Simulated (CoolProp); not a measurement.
Vapour-liquid equilibrium of CH2F2 (R32) (1) + propylene (2) at 209 K; x and y are mole fractions of (1).

Values from CoolProp's multi-fluid Helmholtz-energy mixture model, Tillner-Roth 1997 and Lemmon 2013; pair parameters Bell 2016.

```
x     bubble pressure (bar)  y at the bubble point  dew pressure at overall composition x (bar)  liquid density (mol/L)
----  ---------------------  ---------------------  -------------------------------------------  ----------------------
0.05                 0.5570                  0.231                                       0.4666                   15.22
0.15                 0.6912                  0.424                                       0.5128                   15.75
0.25                 0.7539                  0.502                                       0.5681                   16.33
0.35                 0.7791                  0.537                                       0.6344                   16.99
0.45                 0.7870                  0.553                                       0.7119                   17.72
0.55                 0.7884                  0.560                                       0.7859                   18.55
0.65                 0.7877                  0.565                                       0.7291                   19.50
0.75                 0.7817                  0.578                                       0.6549                   20.57
0.85                 0.7525                  0.620                                       0.5908                   21.79
0.95                 0.6427                  0.768                                       0.5367                   23.19
```

y crosses x between x = 0.55 and 0.65: the model has an azeotrope there.

The pair parameters rest on a limited set of measurements; away from them the model extrapolates. With so large a gap from Raoult's law the liquid may split in two, which this calculation doesn't test in full.
